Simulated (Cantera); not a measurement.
Cantera run:

```python
import numpy as np
import cantera as ct

gas_names = """
    NO2 NO TaO2
""".split()
cond_names = """
    Ta(cr) Ta(L)
""".split()


# ... load() reads the species with a 1 bar reference pressure and builds the phases ...
species = {s.name: s for s in load("nasa_gas.yaml", gas_names) + load("nasa_condensed.yaml", cond_names)}
# Each term lists the table entries of one substance; the one whose range holds T is used.
reactions = {
    '2 NO2(g) + Ta = 2 NO(g) + TaO2(g)':
        [(-2, ['NO2']), (-1, ['Ta(cr)', 'Ta(L)']), (2, ['NO']), (1, ['TaO2'])],
}


def pick(names, T):
    return next(species[n] for n in names if species[n].thermo.min_temp <= T <= species[n].thermo.max_temp)


results = []
for label, terms in reactions.items():
    print(label)
    print("     T/K   dH/kJ  dS/(J/K)   dG/kJ   log10 K")
    for T in [300, 1698, 1848, 1998, 2148, 2298, 2448, 2598]:
        used = [(nu, pick(names, T)) for nu, names in terms]
        dH = sum(nu * s.thermo.h(T) for nu, s in used) / 1e6
        dS = sum(nu * s.thermo.s(T) for nu, s in used) / 1e3
        dG = dH - T * dS / 1e3
        logK = -dG * 1e6 / (ct.gas_constant * T * np.log(10))
        results.append((label, T, dH, dS, dG, logK, [s.name for _, s in used]))
        print(f"{T:8g} {dH:8.1f} {dS:8.1f} {dG:8.1f} {logK:8.2f}")
```

It prints:

```
2 NO2(g) + Ta = 2 NO(g) + TaO2(g)
     T/K   dH/kJ  dS/(J/K)   dG/kJ   log10 K
     300    -86.7    180.0   -140.7    24.49
    1698    -98.7    169.5   -386.5    11.89
    1848   -100.9    168.2   -411.8    11.64
    1998   -103.3    167.0   -436.9    11.42
    2148   -105.9    165.7   -461.9    11.23
    2298   -108.6    164.5   -486.7    11.06
    2448   -111.5    163.3   -511.3    10.91
    2598   -114.7    162.0   -535.7    10.77
```

Source: NASA polynomial tables (part measured, part estimated), evaluated in Cantera. Condensed species are held in their standard states even where they would react or evaporate.
